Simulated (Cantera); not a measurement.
Feed: 1 mol C6H6, 0.22 mol H2O, 1.2 mol N2, a varied amount of H2, held at 100000 Pa.

Method: chemical equilibrium by Gibbs-energy minimisation in Cantera with the NASA 1993 tables (ideal gas, pure condensed phases). Candidate condensed phases: C, C6H6, C7H8, C8H18, H2O; 136 gas species. The numbers say what is thermodynamically allowed, not how fast it happens.

Stable condensed phases, one row left out:

```
T in K \ n(H2) in mol
         0.85  1.3  1.8  2.7  3.9  5.8  8.4   12   18   26   39   57   83
   1648     A    A    A    A    A    A    A    A    A    A    A    A    A
   1573     A    A    A    A    A    A    A    A    A    A    A    A    A
   1498     A    A    A    A    A    A    A    A    A    A    A    A    A
   1423     A    A    A    A    A    A    A    A    A    A    A    A    A
   1348     A    A    A    A    A    A    A    A    A    A    A    A    A
   1273     A    A    A    A    A    A    A    A    A    A    A    A    A
   1198     A    A    A    A    A    A    A    A    A    A    A    A    A
   1123     A    A    A    A    A    A    A    A    A    A    A    A    A
   1048     A    A    A    A    A    A    A    A    A    A    A    A    A
    973     A    A    A    A    A    A    A    A    A    A    A    A    B
    823     A    A    A    A    A    A    A    A    A    B    B    B    B
    748     A    A    A    A    A    A    A    A    B    B    B    B    B
    673     A    A    A    A    A    A    A    B    B    B    B    B    B
```

A: C; B: gas only.

Task: Give the row for 898 K.

Result: 0.85: C; 1.3: C; 1.8: C; 2.7: C; 3.9: C; 5.8: C; 8.4: C; 12: C; 18: C; 26: C; 39: gas only; 57: gas only; 83: gas only.
